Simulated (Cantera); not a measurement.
Input: 1 mol borazine, 0.12 mol H2O, 2.2 mol N2, at 0.100 bar.

These are equilibrium values from Cantera (NASA tables, ideal gas, pure condensed phases), not measurements of a reactor. Candidate condensed phases: B, BN, B2O3, B3O3H3, H2O; 39 gas species. The feed counts by its element totals alone. Mutual solubility and eutectic melting of coexisting phases are not modelled. Gases not in the tables: H3BO3. Kinetics and transport are ignored.

Task: At 1523 K, list the 5 most abundant gas species with their mole fractions, and the condensed phases.

Result: H2 0.577, N2 0.416, HBO2 0.00368, H2O 0.00154, HBO 0.000865. Condensed: BN(s) + B2O3(l).
